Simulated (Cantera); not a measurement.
## Calcination and drying: Mg(OH)2 + H2O + CO2

Feed: 1 mol Mg(OH)2, 2.6 mol H2O, 0.55 mol CO2, at 1425 K.

Method: chemical equilibrium by Gibbs-energy minimisation in Cantera with the NASA 1993 tables (ideal gas, pure condensed phases). Candidate condensed phases: C, C6H6, C7H8, C8H18, H2O, Mg, MgCO3, MgO, Mg(OH)2; 116 gas species. Rates play no part.

| P (Pa) | log p H2O | log p CO2 | log p H2 | log p O2 | n MgO(s) |
|---|---|---|---|---|---|
| 10 | -4.06 | -4.88 | -6.76 | -6.96 | 1.00 |
| 52 | -3.35 | -4.16 | -6.29 | -6.49 | 1.00 |
| 270 | -2.63 | -3.45 | -5.81 | -6.01 | 1.00 |
| 1400 | -1.92 | -2.73 | -5.33 | -5.53 | 1.00 |
| 7200 | -1.20 | -2.02 | -4.86 | -5.06 | 1.00 |
| 37000 | -0.49 | -1.31 | -4.38 | -4.58 | 1.00 |
| 190000 | 0.22 | -0.60 | -3.91 | -4.11 | 1.00 |
| 1000000 | 0.94 | 0.12 | -3.43 | -3.63 | 1.00 |
log p: log10 of the partial pressure in bar; n: condensed amount in mol.

From 0.0750 Torr to 7500 Torr the condensed part is MgO(s). The main Mg-bearing gas is Mg(OH)2 throughout.
